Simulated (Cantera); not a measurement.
What does this Cantera script print?

```python
import numpy as np
import cantera as ct

gas = ct.Solution("gri30.yaml")
gas.TPX = 423, 1000000, {'CH4': 1, 'C2H6': 0.057, 'C3H8': 0.054, 'O2': 1.9, 'N2': 7.14}
inlet = ct.Reservoir(gas, clone=True)
gas.equilibrate("HP")  # start burning
reactor = ct.IdealGasConstPressureReactor(gas, energy="on", clone=False)
exhaust = ct.Reservoir(gas, clone=True)
tau = [0.055, 0.026, 0.012, 0.0059, 0.0028, 0.0013, 0.00063, 0.0003, 0.00014, 6.7e-05, 3.2e-05, 1.5e-05, 7.2e-06][0]
for a, b in ((inlet, reactor), (reactor, exhaust)):
    ct.MassFlowController(a, b, mdot=lambda t: reactor.mass / tau)
net = ct.ReactorNet([reactor])
show = ['CH4', 'C2H6', 'C3H8', 'CH3', 'H2O']

rows = []
print(f"{'tau/s':>10s}{'T/K':>9s}" + "".join(f"{s:>11s}" for s in show))
for tau in [0.055, 0.026, 0.012, 0.0059, 0.0028, 0.0013, 0.00063, 0.0003, 0.00014, 6.7e-05, 3.2e-05, 1.5e-05, 7.2e-06]:
    net.initial_time = 0.0
    net.advance(30 * tau)
    before = gas.X
    net.advance(40 * tau)
    drift = np.max(np.abs(gas.X - before) / (gas.X + 1e-9))
    rows.append([gas.T, *gas[show].X, drift])
    print(f"{tau:10.3e}{gas.T:9.1f}" + "".join(f"{x:11.3e}" for x in gas[show].X))
```

Result:

```
     tau/s      T/K        CH4       C2H6       C3H8        CH3        H2O
 5.500e-02   2158.0  1.081e-04  2.870e-08  1.720e-08  1.669e-05  1.793e-01
 2.600e-02   2157.5  1.958e-04  6.792e-08  3.567e-08  3.187e-05  1.793e-01
 1.200e-02   2156.8  3.520e-04  1.727e-07  7.566e-08  6.068e-05  1.794e-01
 5.900e-03   2155.6  5.773e-04  4.147e-07  1.506e-07  1.058e-04  1.795e-01
 2.800e-03   2152.8  9.098e-04  1.025e-06  3.095e-07  1.802e-04  1.797e-01
 1.300e-03   2146.6  1.350e-03  2.494e-06  6.489e-07  2.937e-04  1.798e-01
 6.300e-04   2134.8  1.868e-03  5.607e-06  1.314e-06  4.437e-04  1.797e-01
 3.000e-04   2111.5  2.602e-03  1.315e-05  2.798e-06  6.560e-04  1.789e-01
 1.400e-04   2058.7  4.081e-03  3.836e-05  6.964e-06  9.726e-04  1.764e-01
 6.700e-05    423.0  9.851e-02  5.615e-03  5.320e-03  4.410e-22  2.980e-16
 3.200e-05    423.0  9.851e-02  5.615e-03  5.320e-03  7.373e-25  4.313e-19
 1.500e-05    423.0  9.851e-02  5.615e-03  5.320e-03  9.023e-26  2.724e-20
 7.200e-06    423.0  9.851e-02  5.615e-03  5.320e-03  2.665e-26  1.721e-21
```

Detailed kinetics in Cantera: GRI-Mech 3.0 (53 species, 325 reactions).
